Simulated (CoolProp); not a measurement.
Dimethyl carbonate along the isotherm 326.85 °C: fugacity coefficient from the reference equation and from simpler models built on Tc = 283.9 °C, pc = 4.909 MPa, ω = 0.346; each cubic takes its own stable root.

Model: reference Helmholtz-energy equation of state, Zhou 2011, in CoolProp.

```tsv
p (MPa)	phase	reference
0.0233	gas	0.9987
0.0351	gas	0.9981
0.053	gas	0.9971
0.0799	gas	0.9956
0.121	gas	0.9933
0.182	gas	0.9900
0.274	gas	0.9850
0.414	gas	0.9773
0.625	gas	0.9659
0.942	gas	0.9488
1.42	gas	0.9234
2.14	gas	0.8856
3.24	gas	0.8289
4.88	gas	0.7462
7.36	supercritical	0.6248
```

Problem. How far does each simpler model (Redlich-Kwong, Soave-Redlich-Kwong) lie from the reference over these 15 states: mean and median of the absolute difference, and the worst?

Solution. 
- Redlich-Kwong: mean 0.2 %, median 0.0 %, worst -1.8 % at 326.85 °C and 7.36 MPa
- Soave-Redlich-Kwong: mean 0.4 %, median 0.1 %, worst +2.4 % at 326.85 °C and 7.36 MPa
